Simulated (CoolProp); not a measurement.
Vapour-liquid equilibrium of R22 (1) + R113 (2) at 333.3 K; x and y are mole fractions of (1).

Model: multi-fluid Helmholtz-energy mixture model, Kamei 1995 and Marx 1992; pair parameters Bell 2016, in CoolProp.

| x | bubble pressure (MPa) | y at the bubble point | dew pressure at overall composition x (MPa) | liquid density (mol/L) |
|---|---|---|---|---|
| 0.05 | 0.2582 | 0.423 | 0.1587 | 8.044 |
| 0.15 | 0.4838 | 0.704 | 0.1771 | 8.382 |
| 0.25 | 0.7142 | 0.809 | 0.2002 | 8.738 |
| 0.35 | 0.9406 | 0.863 | 0.2301 | 9.112 |
| 0.45 | 1.159 | 0.897 | 0.2704 | 9.505 |
| 0.55 | 1.370 | 0.920 | 0.3274 | 9.915 |
| 0.65 | 1.578 | 0.939 | 0.4144 | 10.34 |
| 0.75 | 1.791 | 0.955 | 0.5635 | 10.79 |
| 0.85 | 2.022 | 0.972 | 0.8734 | 11.24 |
| 0.95 | 2.285 | 0.990 | 1.720 | 11.69 |

No azeotrope shows between x = 0.05 and 0.95.

Pair parameters are fitted to limited data, so mixtures are less certain than the pure fluids.
